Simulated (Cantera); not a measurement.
Input: 1 mol MgCO₃, 0.21 mol C, 3.1 mol O₂, at 1577 °C and 0.0160 bar.

Method: chemical equilibrium by Gibbs-energy minimisation in Cantera with the NASA 1993 tables (ideal gas, pure condensed phases). Candidate condensed phases: C, Mg, MgCO₃, MgO; 15 gas species. The numbers say what is thermodynamically allowed, not how fast it happens.

Task: What is the equilibrium state?

Result: 
- x(O₂): 0.704
- x(CO₂): 0.294
- x(O): 0.00128
- x(CO): 0.000943
- n(MgO(s)): 1.000 mol
- gas amount: 4.105 mol
- log10 activity of Mg(l) (absent): -10.18
- log10 activity of C(graphite) (absent): -11.57
